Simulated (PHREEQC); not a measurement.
A PHREEQC input (ion-association model, phreeqc.dat):

```
SOLUTION 1
  temp 293.15
  units mg/L
  pH 8.14
  pe 0.8
  Na 186
  K 1.1
  Ca 232
  Mg 57.5
  Cl 19.4
  S(6) 1020 as SO4
  Alkalinity 178 as HCO3
  Ba 1.01
  Zn 35.5
  Li 0.0708
END
USE solution 1
EQUILIBRIUM_PHASES 1
  Quartz 0 0.5
  CO2(g) -3.4 10
END
```

It stops with these messages:

```
WARNING: Maximum iterations exceeded, 100
WARNING: Maximum iterations exceeded, 100
WARNING: The program has failed to converge to a numerical solution.
ERROR:           Alkalinity has not converged. Total: 2.922177e-03	Calculated: 4.979068e-03	Residual: -2.056892e-03
ERROR: Is non-carbonate alkalinity greater than total alkalinity?
ERROR:                   Ba has not converged. Total: 7.366761e-06	Calculated: 8.813474e-06	Residual: -1.446713e-06
ERROR:                   Ca has not converged. Total: 5.798458e-03	Calculated: 5.566704e-03	Residual: 2.317540e-04
ERROR:                   Cl has not converged. Total: 5.481520e-04	Calculated: 4.239630e-04	Residual: 1.241889e-04
ERROR:                    K has not converged. Total: 2.818032e-05	Calculated: 2.177931e-05	Residual: 6.401015e-06
ERROR:                   Li has not converged. Total: 1.022089e-05	Calculated: 9.038429e-06	Residual: 1.182459e-06
ERROR:                   Mg has not converged. Total: 2.369187e-03	Calculated: 3.802796e-03	Residual: -1.433609e-03
ERROR:                   Na has not converged. Total: 8.104570e-03	Calculated: 2.481827e-02	Residual: -1.671370e-02
ERROR:                 S(6) has not converged. Total: 1.063633e-02	Calculated: 8.515469e-03	Residual: 2.120859e-03
ERROR:                   Zn has not converged. Total: 5.440040e-04	Calculated: 3.925058e-04	Residual: 1.514982e-04
ERROR:                   Mu Ionic strength has not converged. 	Residual: -1.787185e-02
ERROR:               A(H2O) Activity of water has not converged. 	Residual: 5.046260e-04
ERROR: Model failed to converge for initial solution  1.
```

Question: Find the cause and the fix.

Answer: The fault: the temperature typed in kelvin. The line should read `temp 20` where the input has `temp 293.15`. With the mend the run ends at pH 8.36 and ionic strength 0.0335 mol/kgw.
